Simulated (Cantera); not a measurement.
Charge: 1 mol Si₃H₈, 2.1 mol HCl, 10 mol N₂, at 1798 K and 6800 Pa.

Method: chemical equilibrium by Gibbs-energy minimisation in Cantera with the NASA 1993 tables (ideal gas, pure condensed phases). Candidate condensed phases: NH₄Cl, Si, Si₃N₄; 28 gas species. The feed counts by its element totals alone. The tables' values for SiCl₃, SiCl are old estimates; treat these amounts as uncertain. Kinetics and transport are ignored.

Base state: N₂ 0.576, H₂ 0.307, HCl 0.0877, SiCl₂ 0.0281, H 0.000748, SiCl₃ 0.000591, Cl 0.000164, SiCl 5.94e-5 (mole fractions); condensed: Si₃N₄(s).

Q: What changes in the equilibrium state with this change: temperature from 1798 K to 1675 K?

A: 
```tsv
species	before	after
N₂	0.576	0.572
H₂	0.307	0.297
HCl	0.0877	0.116
SiCl₂	0.0281	0.0145
Si	1.64e-5	5.66e-7
SiCl	5.94e-5	6.02e-6
SiCl₄	2.01e-5	7.70e-5
H	0.000748	0.000242
Cl	0.000164	7.39e-5
Si₃N₄(s), mol	0.862	0.927
```
The tables' values for SiCl₃ are old estimates; treat these amounts as uncertain.

Q: What changes in the equilibrium state with this change: temperature from 1798 K to 1350 K?

A: 
```tsv
species	before	after
N₂	0.576	0.568
H₂	0.307	0.285
HCl	0.0877	0.146
SiCl₂	0.0281	0.000271
SiCl₄	2.01e-5	0.000369
SiCl	5.94e-5	<1e-9
Si	1.64e-5	<1e-9
Si₃N₄(s), mol	0.862	0.996
```
N₂ is the only nitrogen source here; it is nearly inert below about 1500 K, so the nitride shown seldom forms there in practice. The tables' values for SiCl₃ are old estimates; treat these amounts as uncertain.
